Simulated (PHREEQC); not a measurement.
H2SO4 is added in steps, without added water, to 1 kg of water holding 0.0055 mol CuSO4 and 0.17 mol H3BO3, at 25 °C. Oxygen alone is held at its pressure in air (log pO2 = -0.68). The system is closed to CO2. Precipitation was switched off in this run.

Base run: PHREEQC, ion-association model, wateq4f.dat. Each further column changes one thing. The table gives pH.

```json
[
 {"H2SO4 added (mol)": "0", "base": "4.90", "CuSO4 left out": "___", "diluted 100-fold with water": "___", "solids may form": "___"},
 {"H2SO4 added (mol)": "0.0005188", "base": "3.13", "CuSO4 left out": "3.02", "diluted 100-fold with water": "3.02", "solids may form": "3.13"},
 {"H2SO4 added (mol)": "0.001556", "base": "2.67", "CuSO4 left out": "2.57", "diluted 100-fold with water": "2.58", "solids may form": "2.67"},
 {"H2SO4 added (mol)": "0.002075", "base": "2.55", "CuSO4 left out": "2.46", "diluted 100-fold with water": "2.46", "solids may form": "2.55"},
 {"H2SO4 added (mol)": "0.002594", "base": "2.45", "CuSO4 left out": "___", "diluted 100-fold with water": "___", "solids may form": "2.45"},
 {"H2SO4 added (mol)": "0.003631", "base": "2.31", "CuSO4 left out": "2.25", "diluted 100-fold with water": "2.25", "solids may form": "2.31"},
 {"H2SO4 added (mol)": "0.00415", "base": "2.26", "CuSO4 left out": "___", "diluted 100-fold with water": "2.20", "solids may form": "2.26"},
 {"H2SO4 added (mol)": "0.004669", "base": "2.21", "CuSO4 left out": "2.15", "diluted 100-fold with water": "2.15", "solids may form": "2.21"},
 {"H2SO4 added (mol)": "0.005706", "base": "2.13", "CuSO4 left out": "2.07", "diluted 100-fold with water": "2.08", "solids may form": "2.13"},
 {"H2SO4 added (mol)": "0.006225", "base": "2.10", "CuSO4 left out": "2.04", "diluted 100-fold with water": "2.04", "solids may form": "2.10"},
 {"H2SO4 added (mol)": "0.006744", "base": "2.07", "CuSO4 left out": "2.01", "diluted 100-fold with water": "2.01", "solids may form": "2.07"},
 {"H2SO4 added (mol)": "0.007781", "base": "2.01", "CuSO4 left out": "1.96", "diluted 100-fold with water": "1.96", "solids may form": "2.01"},
 {"H2SO4 added (mol)": "0.0083", "base": "1.98", "CuSO4 left out": "1.94", "diluted 100-fold with water": "1.94", "solids may form": "1.98"}
]
```

Task: Some entries are withheld; supply them.

Result: 
- 0, CuSO4 left out: 5.00
- 0, diluted 100-fold with water: 5.77
- 0, solids may form: 4.67
- 0.002594, CuSO4 left out: 2.37
- 0.002594, diluted 100-fold with water: 2.38
- 0.00415, CuSO4 left out: 2.19

In at least one series the solution becomes supersaturated in solids that the run did not let form, among them Brochantite, Antlerite.  Solids allowed in the column 'solids may form': Cu(OH)2, Brochantite, Antlerite, Chalcanthite.
